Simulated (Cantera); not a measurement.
Feed: 1 mol SiH4, 0.85 mol HCl, 390 mol H2, equilibrated at 1723 K and 2.40 Torr.

Equilibrium computed with Cantera from the NASA thermochemical tables; the gas is ideal and each condensed phase is pure. Gases not in the tables: Si2H6 and higher silanes. The numbers say what is thermodynamically allowed, not how fast it happens.

| species | before | after |
|---|---|---|
| H2 | 0.994 | 0.895 |
| HCl | 0.00212 | 0.0780 |
| SiCl2 | 1.56e-5 | 0.0235 |
| SiCl3 | 1.35e-9 | 7.89e-5 |
| Cl | 5.30e-6 | 0.000206 |
| SiCl | 5.15e-6 | 0.000200 |
| SiH2 | 1.69e-5 | 1.52e-5 |
| SiH | 2.49e-5 | 2.36e-5 |
| H | 0.00321 | 0.00305 |
| Si(l), mol | 0.853 | 0.837 |
Gas species are given as mole fractions.

Problem. Which change was made?
A. H2 from 390 to 3.9 mol
B. temperature from 1723 K to 2600 K
C. temperature from 1723 K to 2375 K
D. temperature from 1723 K to 2298.15 K

Solution. A, H2 from 390 to 3.9 mol. The tables' values for SiCl, SiCl3 are old estimates; treat these amounts as uncertain
